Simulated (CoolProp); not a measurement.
Vapour-liquid equilibrium of R142b (1) + R113 (2) at 427 kPa; x and y are mole fractions of (1).

Values from CoolProp's multi-fluid Helmholtz-energy mixture model, Lemmon 2006 and Marx 1992; pair parameters Bell 2016.

| x | bubble temperature (K) | y at the bubble point | dew temperature at overall composition x (K) | liquid density (mol/L) |
|---|---|---|---|---|
| 0.05 | 364.1 | 0.199 | 370.3 | 7.517 |
| 0.125 | 353.9 | 0.415 | 367.3 | 7.796 |
| 0.2 | 345.5 | 0.562 | 364.1 | 8.059 |
| 0.275 | 338.6 | 0.665 | 360.7 | 8.310 |
| 0.35 | 333.0 | 0.739 | 357.2 | 8.554 |
| 0.425 | 328.2 | 0.795 | 353.3 | 8.795 |
| 0.5 | 324.2 | 0.838 | 349.2 | 9.037 |
| 0.575 | 320.7 | 0.872 | 344.7 | 9.282 |
| 0.65 | 317.6 | 0.901 | 339.7 | 9.533 |
| 0.725 | 314.8 | 0.926 | 334.1 | 9.792 |
| 0.8 | 312.2 | 0.948 | 327.8 | 10.06 |
| 0.875 | 309.8 | 0.968 | 320.4 | 10.35 |
| 0.95 | 307.5 | 0.988 | 312.0 | 10.65 |

No azeotrope shows between x = 0.05 and 0.95.

Pair parameters are fitted to limited data, so mixtures are less certain than the pure fluids.
